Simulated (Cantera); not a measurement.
A perfectly stirred reactor is fed with CH4 : C2H6 : C3H8 : O2 : N2 = 1 : 0.15 : 0.1 : 6.17 : 23.2 (molar parts), equivalence ratio 0.49, at 0.450 bar; it is adiabatic with a 500 K inlet, and is followed from long to short residence time, starting on the burning branch (τ in s: 0.083, 0.033, 0.013, 0.0053, 0.0021, 0.00084, 0.00034, 0.00013, 5.4e-05, 2.1e-05, 8.5e-06).

Model: GRI-Mech 3.0 (53 species, 325 reactions), integrated in Cantera.

**Question.** What does this change do: pressure from 0.450 bar to 1.01 bar?

**Answer.** 
```csv
quantity,before,after
"blow-out, bracketed by the residence times tried","burning at 0.840 ms, out at 0.340 ms","burning at 0.840 ms, out at 0.340 ms"
x(CH4) at τ = 83.0 ms,1.41e-5,1.19e-5
x(C2H6) at τ = 83.0 ms,5.52e-7,4.64e-7
x(C3H8) at τ = 83.0 ms,3.79e-7,3.22e-7
x(NO2) at τ = 83.0 ms,6.63e-9,1.89e-8
x(H2) at τ = 83.0 ms,0.000165,6.20e-5
x(CH4) at τ = 0.840 ms,0.000489,0.000308
x(C2H6) at τ = 0.840 ms,1.75e-5,1.15e-5
x(C3H8) at τ = 0.840 ms,1.08e-5,7.44e-6
x(NO2) at τ = 0.840 ms,9.19e-10,3.10e-9
x(H2) at τ = 0.840 ms,0.00207,0.00106
```

**Question.** What does this change do: pressure from 0.450 bar to 5.00 bar?

**Answer.** 
| quantity | before | after |
|---|---|---|
| blow-out, bracketed by the residence times tried | burning at 0.840 ms, out at 0.340 ms | burning at 0.840 ms, out at 0.340 ms |
| x(CH4) at τ = 83.0 ms | 1.41e-5 | 8.60e-6 |
| x(C2H6) at τ = 83.0 ms | 5.52e-7 | 3.13e-7 |
| x(C3H8) at τ = 83.0 ms | 3.79e-7 | 2.16e-7 |
| x(NO2) at τ = 83.0 ms | 6.63e-9 | 3.46e-8 |
| x(H2) at τ = 83.0 ms | 0.000165 | 1.05e-5 |
| x(CH4) at τ = 0.840 ms | 0.000489 | 0.000268 |
| x(C2H6) at τ = 0.840 ms | 1.75e-5 | 1.07e-5 |
| x(C3H8) at τ = 0.840 ms | 1.08e-5 | 7.34e-6 |
| x(NO2) at τ = 0.840 ms | 9.19e-10 | 2.39e-8 |
| x(H2) at τ = 0.840 ms | 0.00207 | 0.000295 |
